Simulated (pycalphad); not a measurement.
An equivalent pycalphad script:

```python
from pycalphad import Database, equilibrium, calculate, variables as v
import numpy as np
db = Database('COST507.tdb')
comps = ['SN', 'SI', 'VA']
phases = ['BCT_A5', 'DIAMOND_A4', 'LIQUID']
eq = equilibrium(db, comps, phases, {v.X('SI'): 0.0244, v.T: np.arange(1400, 499, -40), v.P: 101325, v.N: 1}, output=['HM', 'SM'])
```

Computed with pycalphad from the COST 507 light-alloy database (1999), at 1 atm. These are 1990s assessments: newer ones move some temperatures and phases. Phase fractions are per mole of atoms.

Results at three of the temperatures:

```
T = 1080.00 K, P = 101325 Pa, N = 1 mol of atoms
G = -79637 J/mol, H = 29733 J/mol, S = 101.27 J/(mol K)  (SER reference)
chemical potentials (J/mol): Sn -80772, Si -34250
phase             fraction      x(Sn)      x(Si)
LIQUID              0.9827     0.9928     0.0072
DIAMOND_A4          0.0173   4.23e-07     1.0000
```

```
T = 600.00 K, P = 101325 Pa, N = 1 mol of atoms
G = -34852 J/mol, H = 15550 J/mol, S = 84.00 J/(mol K)  (SER reference)
chemical potentials (J/mol): Sn -35377, Si -13847
phase             fraction      x(Sn)      x(Si)
LIQUID              0.9756     1.0000   6.86e-06
DIAMOND_A4          0.0244   2.99e-07     1.0000
```

```
T = 560.00 K, P = 101325 Pa, N = 1 mol of atoms
G = -31531 J/mol, H = 14398 J/mol, S = 82.02 J/(mol K)  (SER reference)
chemical potentials (J/mol): Sn -32007, Si -12503
phase             fraction      x(Sn)      x(Si)
LIQUID              0.9756     1.0000   2.27e-06
DIAMOND_A4          0.0244   2.59e-07     1.0000
```

Changes of the phase set, refined by bisection:

```json
[
 {"T (°C)": "966.6", "phases above": "liquid", "phases below": "diamond (Si) + liquid"}
]
```

DIAMOND_A4 is diamond (Si).
